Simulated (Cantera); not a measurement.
## Thermodynamics of metals in furnace atmospheres, feed Ti + CO + H2 + O2

Feed: 1 mol Ti, 1.2 mol CO, 3.4 mol H2, 0.037 mol O2, at 10.0 mbar.

Method: chemical equilibrium by Gibbs-energy minimisation in Cantera with the NASA 1993 tables (ideal gas, pure condensed phases). Candidate condensed phases: C, C6H6, C7H8, C8H18, H2O, Ti, TiC, TiO, TiO2, Ti2O3, Ti3O5, Ti4O7; 113 gas species. Mutual solubility and eutectic melting of coexisting phases are not modelled. TiC, TiO: taken at fixed stoichiometry. Condensed phases not in the tables: solid solutions among these carbides, nitrides and lower oxides. Equilibrium is a limit: real reactors are often held back by kinetics, nucleation or transport.

From 1523 K to 1748 K the condensed part is TiC(s) + Ti2O3(s). At 1773 K the condensed part is TiC(s) + TiO(s) + Ti2O3(s).

```json
[
 {"T (K)": "1523", "x H2": "0.844", "x CO": "0.156", "x H": "0.000212", "x H2O": "5.01e-5", "x CO2": "3.46e-6", "x TiO": "7.37e-10", "x CH4": "6.28e-7", "x Ti": "1.03e-11", "n TiC(s)": "0.570", "n Ti2O3(s)": "0.215", "n TiO(s)": "0"},
 {"T (K)": "1548", "x H2": "0.843", "x CO": "0.156", "x H": "0.000283", "x H2O": "5.13e-5", "x CO2": "3.41e-6", "x TiO": "1.69e-9", "x CH4": "4.60e-7", "x Ti": "2.87e-11", "n TiC(s)": "0.570", "n Ti2O3(s)": "0.215", "n TiO(s)": "0"},
 {"T (K)": "1573", "x H2": "0.843", "x CO": "0.156", "x H": "0.000373", "x H2O": "5.25e-5", "x CO2": "3.36e-6", "x TiO": "3.76e-9", "x CH4": "3.40e-7", "x Ti": "7.72e-11", "n TiC(s)": "0.570", "n Ti2O3(s)": "0.215", "n TiO(s)": "0"},
 {"T (K)": "1598", "x H2": "0.843", "x CO": "0.156", "x H": "0.000489", "x H2O": "5.37e-5", "x CO2": "3.32e-6", "x TiO": "8.15e-9", "x CH4": "2.54e-7", "x Ti": "2.01e-10", "n TiC(s)": "0.570", "n Ti2O3(s)": "0.215", "n TiO(s)": "0"},
 {"T (K)": "1623", "x H2": "0.843", "x CO": "0.156", "x H": "0.000635", "x H2O": "5.48e-5", "x CO2": "3.27e-6", "x TiO": "1.73e-8", "x CH4": "1.92e-7", "x Ti": "5.08e-10", "n TiC(s)": "0.570", "n Ti2O3(s)": "0.215", "n TiO(s)": "0"},
 {"T (K)": "1648", "x H2": "0.843", "x CO": "0.156", "x H": "0.000818", "x H2O": "5.59e-5", "x CO2": "3.23e-6", "x TiO": "3.57e-8", "x CH4": "1.46e-7", "x Ti": "1.25e-9", "n TiC(s)": "0.570", "n Ti2O3(s)": "0.215", "n TiO(s)": "0"},
 {"T (K)": "1673", "x H2": "0.843", "x CO": "0.156", "x H": "0.00105", "x H2O": "5.70e-5", "x CO2": "3.19e-6", "x TiO": "7.22e-8", "x CH4": "1.12e-7", "x Ti": "2.99e-9", "n TiC(s)": "0.570", "n Ti2O3(s)": "0.215", "n TiO(s)": "0"},
 {"T (K)": "1698", "x H2": "0.842", "x CO": "0.156", "x H": "0.00133", "x H2O": "5.81e-5", "x CO2": "3.16e-6", "x TiO": "1.43e-7", "x CH4": "8.65e-8", "x Ti": "6.95e-9", "n TiC(s)": "0.570", "n Ti2O3(s)": "0.215", "n TiO(s)": "0"},
 {"T (K)": "1723", "x H2": "0.842", "x CO": "0.156", "x H": "0.00167", "x H2O": "5.91e-5", "x CO2": "3.12e-6", "x TiO": "2.77e-7", "x CH4": "6.75e-8", "x Ti": "1.58e-8", "n TiC(s)": "0.571", "n Ti2O3(s)": "0.215", "n TiO(s)": "0"},
 {"T (K)": "1748", "x H2": "0.842", "x CO": "0.156", "x H": "0.00210", "x H2O": "6.01e-5", "x CO2": "3.09e-6", "x TiO": "5.27e-7", "x CH4": "5.30e-8", "x Ti": "3.50e-8", "n TiC(s)": "0.571", "n Ti2O3(s)": "0.215", "n TiO(s)": "0"},
 {"T (K)": "1773", "x H2": "0.833", "x CO": "0.164", "x H": "0.00260", "x H2O": "6.18e-5", "x CO2": "3.28e-6", "x TiO": "9.73e-7", "x CH4": "4.23e-8", "x Ti": "7.36e-8", "n TiC(s)": "0.531", "n Ti2O3(s)": "0.135", "n TiO(s)": "0.199"}
]
```
x: gas mole fraction; n: condensed amount in mol.
